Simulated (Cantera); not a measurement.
## Moist CO burnout

An isothermal, constant-pressure homogeneous reactor starts with 2.49 % CO, 1.53 % O2, 0.230 % H2O, 95.7 % N2, at 1325 K and 100000 Pa.

Cantera simulation using GRI-Mech 3.0 (53 species, 325 reactions); the numbers are that mechanism's predictions, not measurements.

```
t (s)         x CO     x O2    x H2O       x H    x H2O2     x N2O
--------  --------  -------  -------  --------  --------  --------
0.000300    0.0249   0.0153  0.00230   4.39e-9    <1e-12  4.38e-12
0.000657    0.0249   0.0153  0.00230   3.97e-8  3.09e-12  4.15e-11
0.00144     0.0249   0.0153  0.00229   2.39e-6  9.55e-10   2.46e-9
0.00315     0.0180   0.0113  0.00175  0.000742   5.54e-8   4.35e-7
0.00690    0.00528  0.00539  0.00196  0.000392   5.88e-8   3.27e-7
0.0151     0.00168  0.00370  0.00221   7.74e-5   3.18e-8   3.73e-7
0.0331    0.000532  0.00315  0.00229   1.40e-5   1.29e-8   4.72e-7
0.0725    0.000152  0.00297  0.00231   2.21e-6   4.34e-9   5.71e-7
0.159      3.85e-5  0.00292  0.00232   3.06e-7   1.28e-9   5.89e-7
0.348      9.15e-6  0.00291  0.00232   4.06e-8  3.57e-10   4.54e-7
0.762      2.25e-6  0.00291  0.00233   5.99e-9  1.04e-10   2.07e-7
1.67       6.33e-7  0.00291  0.00233   1.10e-9  3.46e-11   4.23e-8
3.65       2.26e-7  0.00291  0.00233  2.83e-10  1.42e-11   8.74e-9
8.00       1.30e-7  0.00291  0.00233  1.41e-10  8.97e-12   4.86e-9
```
x: mole fraction; the columns are a selection and need not sum to one.

Equilibrium at this temperature and pressure: CO 1.18e-7, O2 0.00288, H2O 0.00233, H 1.26e-10, H2O2 8.26e-12, N2O 4.41e-9 (gas phase only).
